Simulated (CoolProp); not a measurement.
Vapour-liquid equilibrium of ethylene (1) + 1-butene (2) at 0.0276 MPa; x and y are mole fractions of (1).

Computed with CoolProp (multi-fluid Helmholtz-energy mixture model, Smukala 2000 and Lemmon 2005; pair parameters Bell 2016).

Question: Give the bubble temperature and the first vapour's composition at x = 0.2, 0.35, 0.425. Is there an azeotrope?

Answer: x = 0.2: -99.6 °C, y = 0.993; x = 0.35: -108.8 °C, y = 0.998; x = 0.425: -111.7 °C, y = 0.999. No azeotrope shows between x = 0.05 and 0.95.

The pair parameters rest on a limited set of measurements; away from them the model extrapolates.
